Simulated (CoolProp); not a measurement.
Toluene along the isotherm 215.85 °C: fugacity coefficient from the reference equation and from simpler models built on Tc = 318.6 °C, pc = 4126 kPa, ω = 0.266; each cubic takes its own stable root.

Model: reference Helmholtz-energy equation of state, Lemmon 2006, in CoolProp. It is a short technical equation, of lower accuracy than the large ones.

```csv
p (kPa),phase,reference
2950,liquid,0.2986
5890,liquid,0.1653
8840,liquid,0.1215
11800,liquid,0.1004
14700,liquid,0.08863
17700,liquid,0.08112
20600,liquid,0.07651
23600,liquid,0.07347
26500,liquid,0.07171
29500,liquid,0.07078
32400,liquid,0.07054
35400,liquid,0.07085
38300,liquid,0.07160
41300,liquid,0.07279
```

Question: How far does each simpler model (van der Waals, Redlich-Kwong, Soave-Redlich-Kwong) lie from the reference over these 14 states: mean and median of the absolute difference, and the worst?

Answer: 
- van der Waals: mean 152.9 %, median 150.5 %, worst +237.4 % at 215.85 °C and 41300 kPa
- Redlich-Kwong: mean 38.8 %, median 39.4 %, worst +48.1 % at 215.85 °C and 41300 kPa
- Soave-Redlich-Kwong: mean 11.6 %, median 11.9 %, worst +17.6 % at 215.85 °C and 41300 kPa
